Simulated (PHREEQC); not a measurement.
Buffer

Make-up at 25 °C: 0.042 mol KH2PO4 and 1.8 mol NaOH per kg of water. Closed to the air; pH follows from the charge balance.

The numbers come from PHREEQC with the ion-association model, phreeqc.dat.

Precipitation was switched off in this run.

Problem. Estimate the pH, ionic strength, density.

Solution. pH 13.98; ionic strength 1.97 mol/kgw; density 1.074 g/cm³.

Caution: at this ionic strength the ion-association model is outside its range; a Pitzer model would be the better tool where its parameters exist. Species that the database lacks are ignored.
